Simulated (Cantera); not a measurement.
A closed system holds: 1 mol SiCl4, 0.26 mol N2, 29 mol H2, held at 873 K and 0.00550 bar.

Method: chemical equilibrium by Gibbs-energy minimisation in Cantera with the NASA 1993 tables (ideal gas, pure condensed phases). Candidate condensed phases: NH4Cl, Si, Si3N4; 28 gas species. N2 is the only nitrogen source here; it is nearly inert below about 1500 K, so the nitride shown seldom forms there in practice. The tables' values for SiCl3 are old estimates; treat these amounts as uncertain. Kinetics and transport are ignored.

Base state: H2 0.928, HCl 0.0521, SiCl4 0.0193, SiHCl3 0.000736, SiCl3 2.75e-5 (mole fractions); condensed: Si3N4(s).

Problem. What changes in the equilibrium state with this change: temperature from 873 K to 1500 K?

Solution. 
```json
[
 {"species": "H2", "before": "0.928", "after": "0.888"},
 {"species": "HCl", "before": "0.0521", "after": "0.0802"},
 {"species": "SiCl2", "before": "2.31e-6", "after": "0.0233"},
 {"species": "SiCl4", "before": "0.0193", "after": "1.83e-5"},
 {"species": "H", "before": "<1e-9", "after": "0.000224"},
 {"species": "N2", "before": "2.78e-7", "after": "0.00832"},
 {"species": "Cl", "before": "<1e-9", "after": "1.63e-5"},
 {"species": "SiHCl3", "before": "0.000736", "after": "2.09e-5"},
 {"species": "Si3N4(s), mol", "before": "0.130", "after": "0"},
 {"species": "Si(s), mol", "before": "0", "after": "0.260"}
]
```
